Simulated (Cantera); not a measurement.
A Cantera script and what it prints.

```python
import numpy as np
import cantera as ct

gas_names = """
    AL ALC ALH ALN ALO ALOH ALO2 ALO2H AL2 AL2O AL2O2 C CH CH2 CH3 CH2OH CH3O CH4 CH3OH CN CO CO2 COOH
    C2 C2H CHCO,ketyl C2H2,acetylene C2H2,vinylidene CH2CO,ketene C2H3,vinyl CH3CN CH3CO,acetyl C2H4
    C2H4O,ethylen CH3CHO,ethanal CH3COOH (HCOOH)2 C2H5 C2H6 CH3OCH3 C2H5OH CCN CNC C2N2 C2O C3
    C3H3,propargyl C3H4,allene C3H4,propyne C3H4,cyclo- C3H5,allyl C3H6,propylene C3H6,cyclo- C3H6O
    C3H7,n-propyl C3H7,i-propyl C3H8 C3H8O,1propanol C3H8O,2propanol C3O2 C4 C4H2 C4H4,1,3-cyclo-
    C4H6,butadiene C4H6,2-butyne C4H6,cyclo- C4H8,1-butene C4H8,cis2-buten C4H8,tr2-butene
    C4H8,isobutene C4H8,cyclo- (CH3COOH)2 C4H9,n-butyl C4H9,i-butyl C4H9,s-butyl C4H9,t-butyl
    C4H10,isobutane C4H10,n-butane C4N2 C5 C5H6,1,3cyclo- C5H8,cyclo- C5H10,1-pentene C5H10,cyclo-
    C5H11,pentyl C5H11,t-pentyl C5H12,n-pentane C5H12,i-pentane CH3C(CH3)2CH3 C6H2 C6H5,phenyl
    C6H5O,phenoxy C6H6 C6H5OH,phenol C6H10,cyclo- C6H12,1-hexene C6H12,cyclo- C6H13,n-hexyl C7H7,benzyl
    C7H8 C7H8O,cresol C7H14,1-heptene C7H15,n-heptyl C7H16,n-heptane C8H8,styrene C8H10,ethylbenz
    C8H16,1-octene C8H17,n-octyl C8H18,isooctane C8H18,n-octane C9H19,n-nonyl C10H8,naphthale
    C10H21,n-decyl C12H9,o-bipheny C12H10,bipheny H HALO HCN HCO HCCN HNC HNCO HNO HNO2 HNO3 HO2 H2
    HCHO,formaldehy HCOOH H2O H2O2 N NCO NH NH2 NH3 NH2OH NO NO2 NO3 N2 N2H2 N2H4 N2O O OH O2 O3
""".split()
cond_names = """
    AL(cr) AL(L) ALN(s) AL2O3(a) AL2O3(L) C(gr) C6H6(L) C7H8(L) C8H18(L),n-octa H2O(s) H2O(L)
""".split()


def load(file, names, dense=False):
    # The tables refer to 1 bar. Condensed volumes are neglected.
    table = {s.name: s for s in ct.Species.list_from_file(file)}
    out = []
    for n in names:
        d = dict(table[n].input_data)
        d["thermo"] = dict(d["thermo"], **{"reference-pressure": 1e5})
        if dense:
            d["equation-of-state"] = {"model": "constant-volume", "density": "1e6 g/cm^3"}
        out.append(ct.Species.from_dict(d))
    return out


gas = ct.Solution(thermo="ideal-gas", species=load("nasa_gas.yaml", gas_names))
cond = {s.name: ct.Solution(thermo="fixed-stoichiometry", species=[s], name=s.name)
        for s in load("nasa_condensed.yaml", cond_names, dense=True)}
atoms = {
    'Al(CH3)3': {'AL': 1, 'C': 3, 'H': 9},
    'N2O': {'N': 2, 'O': 1},
    'H2': {'H': 2},
}
top_T = {'ALN(s)': 2750, 'C(gr)': 4500}  # K; cautious upper limits of use, not melting points


def equilibrate(T, P, feed):
    n = {}
    for name, mol in feed.items():
        for a, k in atoms[name].items():
            n[a] = n.get(a, 0.0) + k * mol
    gas.TPX = T, P, n
    mass = sum(n.values()) * gas.mean_molecular_weight
    gas.equilibrate("TP")
    valid = [c for c in cond.values() if c.min_temp <= T <= top_T.get(c.name, c.max_temp)]
    mix = ct.Mixture([(gas, mass / gas.mean_molecular_weight)] + [(c, 0.0) for c in valid])
    mix.T, mix.P = T, P
    mix.equilibrate("TP", solver="vcs", rtol=1e-11, max_steps=5000)
    return mix


results = []
feed = {'Al(CH3)3': 1, 'N2O': 0.67, 'H2': 2.8}  # mol
P = 3200  # Pa
for T in [1248, 1348, 1448, 1548, 1648, 1748, 1848, 1948, 2048, 2148, 2248]:
    mix = equilibrate(T, P, feed)
    results.append((T, P, feed, dict(zip(mix.species_names, mix.species_moles))))
    x = sorted(zip(gas.X, gas.species_names), reverse=True)
    print(f"T = {T:g} K  P = {P:g} Pa  gas = {mix.phase_moles(0):.4g} mol")
    print("   x: " + "  ".join(f"{s} {v:.3e}" for v, s in x if v > 1e-06))
    print("   condensed (mol): " + ("  ".join(f"{mix.phase(i).name} {mix.phase_moles(i):.4g}"
          for i in range(1, mix.n_phases) if mix.phase_moles(i) > 1e-12) or "none"))
```

It prints:

```
T = 1248 K  P = 3200 Pa  gas = 7.697 mol
   x: H2 9.477e-01  N2 5.066e-02  CO 1.280e-03  CH4 3.204e-04  HCN 2.722e-05  H 2.541e-06  NH3 1.023e-06
   condensed (mol): ALN(s) 0.5599  AL2O3(a) 0.22  C(gr) 2.987
T = 1348 K  P = 3200 Pa  gas = 7.726 mol
   x: H2 9.445e-01  N2 4.869e-02  CO 6.550e-03  CH4 1.665e-04  HCN 6.866e-05  H 1.257e-05  H2O 1.155e-06  C2H2,acetylene 1.136e-06
   condensed (mol): ALN(s) 0.5871  AL2O3(a) 0.2065  C(gr) 2.948
T = 1448 K  P = 3200 Pa  gas = 7.826 mol
   x: H2 9.325e-01  N2 4.168e-02  CO 2.552e-02  HCN 1.425e-04  CH4 9.284e-05  H 4.976e-05  C2H2,acetylene 4.432e-06  HNC 2.020e-06  H2O 1.930e-06
   condensed (mol): ALN(s) 0.6865  AL2O3(a) 0.1568  C(gr) 2.798
T = 1548 K  P = 3200 Pa  gas = 8.085 mol
   x: H2 9.026e-01  CO 7.255e-02  N2 2.436e-02  HCN 2.176e-04  H 1.635e-04  CH4 5.349e-05  C2H2,acetylene 1.416e-05  HNC 4.271e-06  H2O 2.574e-06
   condensed (mol): ALN(s) 0.9444  AL2O3(a) 0.02781  C(gr) 2.411
T = 1648 K  P = 3200 Pa  gas = 8.142 mol
   x: H2 8.961e-01  CO 8.229e-02  N2 2.069e-02  H 4.712e-04  HCN 3.719e-04  C2H2,acetylene 4.008e-05  CH4 3.442e-05  HNC 9.715e-06  AL 7.326e-06  H2O 1.536e-06
   condensed (mol): ALN(s) 0.9999  C(gr) 2.326
T = 1748 K  P = 3200 Pa  gas = 8.146 mol
   x: H2 8.950e-01  CO 8.224e-02  N2 2.060e-02  H 1.208e-03  HCN 6.421e-04  AL 1.039e-04  C2H2,acetylene 1.011e-04  CH4 2.358e-05  HNC 2.160e-05  ALH 9.249e-06  AL2O 4.859e-06
   condensed (mol): ALN(s) 0.999  C(gr) 2.323
T = 1848 K  P = 3200 Pa  gas = 8.166 mol
   x: H2 8.917e-01  CO 8.201e-02  N2 2.089e-02  H 2.799e-03  AL 1.090e-03  HCN 1.053e-03  C2H2,acetylene 2.296e-04  ALH 7.384e-05  HNC 4.436e-05  AL2O 4.150e-05  CH4 1.676e-05  CH3 1.060e-06
   condensed (mol): ALN(s) 0.9898  C(gr) 2.317
T = 1948 K  P = 3200 Pa  gas = 8.274 mol
   x: H2 8.777e-01  CO 8.073e-02  N2 2.427e-02  AL 8.354e-03  H 5.918e-03  HCN 1.744e-03  C2H2,acetylene 4.730e-04  ALH 4.401e-04  AL2O 2.434e-04  HNC 8.996e-05  CH4 1.206e-05  CH3 1.621e-06  ALOH 1.207e-06
   condensed (mol): ALN(s) 0.9232  C(gr) 2.309
T = 2048 K  P = 3200 Pa  gas = 8.78 mol
   x: H2 8.223e-01  CO 7.553e-02  AL 4.312e-02  N2 4.086e-02  H 1.135e-02  HCN 3.250e-03  ALH 1.765e-03  C2H2,acetylene 8.620e-04  AL2O 7.715e-04  HNC 2.011e-04  AL2 1.422e-05  CH4 8.110e-06  CH3 2.200e-06  ALOH 1.699e-06  CN 1.176e-06
   condensed (mol): ALN(s) 0.5921  C(gr) 2.291
T = 2148 K  P = 3200 Pa  gas = 9.71 mol
   x: H2 7.358e-01  AL 9.863e-02  CO 6.843e-02  N2 6.600e-02  H 1.999e-02  HCN 5.586e-03  ALH 3.128e-03  C2H2,acetylene 1.409e-03  AL2O 5.648e-04  HNC 4.075e-04  AL2 4.632e-05  CH4 5.110e-06  CN 4.892e-06  CH3 2.684e-06  C2H 1.143e-06  ALOH 1.125e-06  C4H2 1.095e-06
   condensed (mol): C(gr) 2.25
T = 2248 K  P = 3200 Pa  gas = 9.796 mol
   x: H2 7.200e-01  AL 9.922e-02  CO 6.829e-02  N2 6.429e-02  H 3.485e-02  HCN 7.550e-03  ALH 2.595e-03  C2H2,acetylene 2.385e-03  HNC 6.398e-04  AL2O 1.043e-04  AL2 3.042e-05  CN 1.420e-05  C2H 4.556e-06  CH4 3.942e-06  CH3 3.621e-06  C4H2 3.227e-06
   condensed (mol): C(gr) 2.204
```

Method: chemical equilibrium by Gibbs-energy minimisation in Cantera with the NASA 1993 tables (ideal gas, pure condensed phases). The feed counts by its element totals alone. Mutual solubility and eutectic melting of coexisting phases are not modelled. Condensed phases not in the tables: aluminium oxynitride.
